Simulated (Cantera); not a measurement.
An adiabatic, constant-pressure homogeneous reactor starts with CH4 : C2H6 : C3H8 : O2 : N2 = 1 : 0.21 : 0.089 : 1.51 : 5.69 (molar parts), equivalence ratio 2.1, at 1325 K and 1.00 bar. Integrator tolerance rtol = 1e-08.

Computed with Cantera and GRI-Mech 3.0 (53 species, 325 reactions).

Task: What does this change do: constant volume in place of constant pressure?

Result: 
| quantity | before | after |
|---|---|---|
| time of steepest temperature rise | 0.776 ms | 0.679 ms |
| temperature at 1.00 s | 2340 K | 2622 K |
| equilibrium temperature | 2340 K | 2622 K |
| x(CH4) at 1.00 s | 4.41e-11 (gas-phase equilibrium 4.97e-11) | 7.51e-11 (gas-phase equilibrium 8.41e-11) |
| x(C2H6) at 1.00 s | <1e-12 (gas-phase equilibrium <1e-12) | <1e-12 (gas-phase equilibrium <1e-12) |
| x(C3H8) at 1.00 s | <1e-12 (gas-phase equilibrium <1e-12) | <1e-12 (gas-phase equilibrium <1e-12) |
| x(C2H) at 1.00 s | <1e-12 (gas-phase equilibrium <1e-12) | <1e-12 (gas-phase equilibrium <1e-12) |
| x(H2O) at 1.00 s | 0.111 (gas-phase equilibrium 0.111) | 0.111 (gas-phase equilibrium 0.111) |
| x(HO2) at 1.00 s | 2.14e-9 (gas-phase equilibrium 2.14e-9) | 2.42e-8 (gas-phase equilibrium 2.42e-8) |
| x(C2H4) at 1.00 s | <1e-12 (gas-phase equilibrium <1e-12) | <1e-12 (gas-phase equilibrium <1e-12) |
